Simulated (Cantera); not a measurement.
Iron carbonyl, mercury and lead vapours: Pb + H2

Feed: 1 mol Pb, 0.87 mol H2.

Equilibrium computed with Cantera from the NASA thermochemical tables; the gas is ideal and each condensed phase is pure. Candidate condensed phases: Pb; 4 gas species. Equilibrium is a limit: real reactors are often held back by kinetics, nucleation or transport.

Task: Map the stable condensed phases over T = 725, 825, 925, 1025, 1125, 1225, 1325, 1425, 1525 K and P in Pa = 10, 52, 270, 1400, 7200, 37000, 190000, 1000000.

Result: 
```
T in K \ P in Pa
              10      52     270    1400    7200   37000  190000 1000000
   1525        A       A       A       A       B       B       B       B
   1425        A       A       A       A       B       B       B       B
   1325        A       A       A       B       B       B       B       B
   1225        A       A       B       B       B       B       B       B
   1125        A       B       B       B       B       B       B       B
   1025        B       B       B       B       B       B       B       B
    925        B       B       B       B       B       B       B       B
    825        B       B       B       B       B       B       B       B
    725        B       B       B       B       B       B       B       B
```
A: gas only; B: Pb.
